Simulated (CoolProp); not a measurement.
A single-stage vapour-compression cycle with methanol: evaporating at 302.15 K (dew point), condensing at 325.15 K (bubble point), superheat 5 K, subcooling 8 K, compressor efficiency 0.65, no pressure losses. Each further row changes one setting.

The numbers come from the reference Helmholtz-energy equation of state, de Reuck 1993 in CoolProp.

```
case                              cooling COP  pressure ratio  discharge temperature (K)  refrigerating effect (kJ/kg)  volumetric capacity (kJ/m³)
--------------------------------  -----------  --------------  -------------------------  ----------------------------  ---------------------------
as stated                                8.09            2.91                      395.4                          1140                          303
evaporating temperature 307.15 K          ___            2.27                      378.3                          1140                          ___
condensing temperature 320.15 K          10.5            2.34                        ___                          1150                          307
subcooling 13 K                          8.18            2.91                      395.4                          1150                          307
superheat 15 K                           7.89            2.91                      411.5                          1160                          297
compressor efficiency 0.55                ___            2.91                      410.8                          1140                          303
```

Task: Complete the blanks.

Result: 
- evaporating temperature 307.15 K, cooling COP: 10.7
- evaporating temperature 307.15 K, volumetric capacity (kJ/m³): 385
- condensing temperature 320.15 K, discharge temperature (K): 375.9
- compressor efficiency 0.55, cooling COP: 6.84
